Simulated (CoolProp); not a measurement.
A single-stage vapour-compression cycle with n-perfluorohexane: evaporating at 294.15 K (dew point), condensing at 316.15 K (bubble point), superheat 0 K, subcooling 5 K, compressor efficiency 0.6, no pressure losses. Each further row changes one setting.

The numbers come from the reference Helmholtz-energy equation of state, Gao 2022 in CoolProp.

```
case                              cooling COP  pressure ratio  discharge temperature (K)  refrigerating effect (kJ/kg)  volumetric capacity (kJ/m³)
--------------------------------  -----------  --------------  -------------------------  ----------------------------  ---------------------------
as stated                                7.35            2.48                      316.1                          76.2                          265
evaporating temperature 299.15 K         10.0            1.99                      316.1                          80.2                          343
condensing temperature 311.15 K          9.88            2.05                      311.1                          81.5                          283
subcooling 10 K                          7.87            2.48                      316.1                          81.5                          283
superheat 10 K                           7.58            2.48                      318.3                          84.4                          283
compressor efficiency 0.5                6.13            2.48                      316.1                          76.2                          265
```

The compression ends wet for: as stated; evaporating temperature 299.15 K; condensing temperature 311.15 K; subcooling 10 K; compressor efficiency 0.5.
